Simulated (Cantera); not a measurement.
Diamond growth

A diamond (100) surface in a fixed gas of H2 with x(CH4) = 0.0042, x(CH3) = 1.2e-05, at 1373 K, 0.158 atm; coverages are run to steady state.

Model: the Harris–Goodwin 1993 mechanism for the reconstructed diamond (100) surface, integrated in Cantera.

```tsv
x(H)	growth (µm/h)	θ c6HH	θ c6H*	θ c6*H	θ c6**
0.0001	0.00724	0.700	0.0282	0.268	0.00336
0.0002	0.0278	0.589	0.0383	0.365	0.00824
0.00039	0.0769	0.497	0.0463	0.440	0.0163
0.00077	0.164	0.430	0.0516	0.491	0.0273
0.0015	0.277	0.389	0.0545	0.518	0.0385
0.003	0.411	0.364	0.0560	0.532	0.0481
0.0059	0.566	0.350	0.0567	0.538	0.0544
0.012	0.790	0.343	0.0572	0.541	0.0584
0.023	1.09	0.340	0.0577	0.542	0.0605
```
θ: site fractions in the mechanism's names (c6HH fully hydrogenated, c6H* and c6*H radical sites, c6** diradical, c6HM methylated).
